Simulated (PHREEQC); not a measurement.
A PHREEQC input (ion-association model, phreeqc.dat):

```
SOLUTION 1
  temp 53
  units mg/kgw
  pH 6.31
  pe 10.4
  Na 2500
  K 418
  Ca 117
  Mg 9.28
  Cl 3510
  S(6) 992 as SO4
  Alkalinity 20 as HCO3 charge
  O(0) 8.32
  Cd 107
  Br 1.62
  Zn 1.66
END
USE solution 1
EQUILIBRIUM_PHASES 1
  Quartz 0 0.5
  CO2(g) -2.5 10
END
```

It stops with these messages:

```
ERROR: Alkalinity cannot be used with charge balance or solution phase boundary constraints.
ERROR: Program terminating due to input errors.
```

The fault: charge balance asked on alkalinity. The line should read `as HCO3` where the input has `as HCO3 charge`. With the mend the run ends at pH 6.89 and ionic strength 0.131 mol/kgw.
